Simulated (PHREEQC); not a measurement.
Model water analysis in mmol/kgw, 25 °C, pH 3.48, pe 9.5: Na 1.48; K 1.85; Ca 9.52; Mg 1.91; Cl 1.81; S(6) 13.2; Al 0.331; Cd 0.073.

Valence states are taken as typed.

Computed with PHREEQC (ion-association model, phreeqc.dat).

Each row changes one thing in this solution. This is a speciation only: nothing precipitates in the calculation.

| case | ionic strength (mol/kgw) | SO4-2 (mol/kgw) | Ca+2 (mol/kgw) | CaSO4 (mol/kgw) | Mg+2 (mol/kgw) | MgSO4 (mol/kgw) | SI of Gypsum (CaSO4:2H2O) | SI of Gibbsite (Al(OH)3) |
|---|---|---|---|---|---|---|---|---|
| as made | 0.0376 | 0.00914 | 0.00675 | 0.00276 | 0.00123 | 0.000678 | -0.22 | -2.52 |
| temperature from 25 to 70 °C at the same typed pH | 0.0345 | 0.00819 | 0.00653 | 0.00298 | 0.000848 | 0.00106 | -0.21 | -0.49 |
| Mg from 1.91 to 5.73 mmol/kgw | 0.0418 | 0.00831 | 0.00704 | 0.00248 | 0.00389 | 0.00184 | -0.27 | -2.48 |
| Mg from 1.91 to 3.82 mmol/kgw | 0.0396 | 0.00870 | 0.00690 | 0.00262 | 0.00253 | 0.00129 | -0.25 | -2.50 |

Species that the database lacks are ignored. Constants without temperature data keep their 25 °C values here.
